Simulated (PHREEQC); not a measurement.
Dissolve 1 mmol/kgw LiOH, 51 mmol/kgw SrCl2, 16 mmol/kgw Ba(NO3)2 and 0.5 mmol/kgw HBr at 45 °C. Closed to the air; pH follows from the charge balance.

Computed with PHREEQC (ion-association model, wateq4f.dat).

This is a speciation only: nothing precipitates in the calculation.

### Question
Predict the pH.

### Answer
pH 9.94.

Complexes and solids missing from the database can't appear. Away from 25 °C the constants follow the database's enthalpies or fits; those with neither stay at their 25 °C values.
